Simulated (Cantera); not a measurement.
A perfectly stirred reactor is fed with H2 : O2 = 0.09 : 1 (molar parts), equivalence ratio 0.045, at 10.00 Torr; it is held at 1275 K, and followed from long to short residence time.

Model: GRI-Mech 3.0 (53 species, 325 reactions), integrated in Cantera. Radical loss at walls, strong at low pressure, is not modelled. The temperature is held fixed by assumption; the heat of reaction is taken as removed at once.

x: mole fraction; the columns are a selection and need not sum to one.

```tsv
τ (s)	x H2	x O2	x H2O	x O	x H2O2	x H	x HO2
6.3	8.49e-5	0.912	0.0854	0.00124	5.25e-8	6.54e-5	…
2.2	0.000165	0.911	0.0849	0.00248	7.06e-8	0.000185	…
0.78	0.000315	0.908	0.0841	0.00483	9.04e-8	0.000504	…
0.28	0.000582	0.903	0.0828	0.00907	1.10e-7	0.00130	…
0.098	0.00105	0.895	0.0804	0.0163	1.26e-7	0.00319	…
0.034	0.00181	0.883	0.0766	0.0265	1.36e-7	0.00674	3.79e-6
0.012	0.00296	0.872	0.0718	0.0360	1.45e-7	0.0112	4.05e-6
0.0043	0.00507	0.865	0.0668	0.0403	1.64e-7	0.0150	4.18e-6
0.0015	0.00999	0.866	0.0597	0.0380	2.03e-7	0.0174	4.23e-6
```

Q: Complete the blanks.

A: 
- 6.3, x HO2: 9.25e-7
- 2.2, x HO2: 1.42e-6
- 0.78, x HO2: 2.02e-6
- 0.28, x HO2: 2.68e-6
- 0.098, x HO2: 3.31e-6
